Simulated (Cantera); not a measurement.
A Cantera script and its output.

```python
import numpy as np
import cantera as ct

gas = ct.Solution("h2o2.yaml")
gas.TPX = 500, 170000, {'H2': 1, 'O2': 0.294, 'N2': 1.11, 'H2O': 0.53}
flame = ct.FreeFlame(gas, width=0.028)
flame.set_refine_criteria(ratio=3, slope=0.08, curve=0.16)
flame.transport_model = "mixture-averaged"
flame.solve(loglevel=0, auto=True)
z, T = flame.grid, flame.T
thick = (T[-1] - T[0]) / np.gradient(T, z).max()
show = ['H2', 'O2', 'H2O', 'H2O2', 'OH', 'HO2']
print(f"laminar burning velocity  {flame.velocity[0] * 100:.3f} cm/s")
print(f"burnt temperature         {T[-1]:.1f} K")
print(f"thermal thickness         {thick * 1e3:.4f} mm")
print(f"grid points               {len(z)}")
z0 = z[flame.heat_release_rate.argmax()]
print(f"{'z/mm':>9s}{'T/K':>9s}{'u/(m/s)':>9s}" + "".join(f"{s:>11s}" for s in show))
rows = []
for k in (-3, -2, -1.5, -1, -0.5, -0.25, 0, 0.25, 0.5, 1, 2, 4, 8):
    zz = z0 + k * thick
    rows.append([k * thick, np.interp(zz, z, T), np.interp(zz, z, flame.velocity),
                 *(np.interp(zz, z, flame.X[gas.species_index(s)]) for s in show)])
    print(f"{rows[-1][0] * 1e3:9.3f}{rows[-1][1]:9.1f}{rows[-1][2]:9.3f}" + "".join(f"{x:11.3e}" for x in rows[-1][3:]))
```

It prints:

```
laminar burning velocity  416.974 cm/s
burnt temperature         1945.6 K
thermal thickness         0.1801 mm
grid points               107
     z/mm      T/K  u/(m/s)         H2         O2        H2O       H2O2         OH        HO2
   -0.540    500.0    4.170  3.408e-01  1.002e-01  1.806e-01  5.243e-12  4.245e-14  1.103e-10
   -0.360    500.0    4.169  3.407e-01  1.002e-01  1.807e-01  5.224e-10  4.149e-12  1.036e-08
   -0.270    500.1    4.169  3.405e-01  1.003e-01  1.807e-01  4.506e-09  3.446e-11  8.726e-08
   -0.180    501.4    4.172  3.390e-01  1.005e-01  1.812e-01  1.671e-07  1.691e-09  3.128e-06
   -0.090    555.9    4.538  3.235e-01  1.013e-01  1.881e-01  2.434e-05  3.416e-05  4.093e-04
   -0.045    808.3    6.421  2.893e-01  9.329e-02  2.175e-01  6.258e-05  6.432e-04  5.569e-04
    0.000   1155.1    8.982  2.371e-01  6.971e-02  2.746e-01  2.042e-05  1.213e-03  2.295e-04
    0.045   1404.0   10.819  1.863e-01  3.814e-02  3.373e-01  3.924e-06  2.562e-03  9.658e-05
    0.090   1542.3   11.837  1.562e-01  1.678e-02  3.778e-01  2.319e-06  3.801e-03  3.832e-05
    0.180   1664.9   12.715  1.406e-01  3.419e-03  4.045e-01  1.366e-06  4.626e-03  7.330e-06
    0.360   1759.1   13.358  1.420e-01  8.507e-04  4.125e-01  7.152e-07  4.241e-03  1.938e-06
    0.720   1833.2   13.849  1.458e-01  3.613e-04  4.169e-01  3.423e-07  3.220e-03  8.737e-07
    1.440   1885.5   14.187  1.486e-01  1.366e-04  4.203e-01  1.508e-07  2.123e-03  3.556e-07
```

Cantera simulation using the H2/O2 subset of GRI-Mech 3.0, which has no nitrogen chemistry; the numbers are that mechanism's predictions, not measurements. Burning velocities carry a grid error of a few per cent, more on coarse grids.
